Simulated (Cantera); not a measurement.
**Al2O3 + N2 (sublimation and decomposition of ceramics)**

A closed system holds: 1 mol Al2O3, 2.3 mol N2, at 2823.15 K and 2.90 bar.

Method: chemical equilibrium by Gibbs-energy minimisation in Cantera with the NASA 1993 tables (ideal gas, pure condensed phases). Candidate condensed phases: Al, AlN, Al2O3; 16 gas species. Equilibrium is a limit: real reactors are often held back by kinetics, nucleation or transport.

The x(N2) is 1.000 and the x(NO) comes out as 0.000166. The x(Al) is 0.000101, the x(O) comes out as 6.21e-5 and the x(AlO) comes out as 5.01e-5. The x(Al2O) comes out as 2.87e-5 and the x(O2) is 3.16e-6. The x(N) is 2.43e-6 and the n(Al2O3(l)) is 1.000 mol. The gas amount is 2.301 mol and the log10 activity of Al(l) (absent) comes out as -3.59.
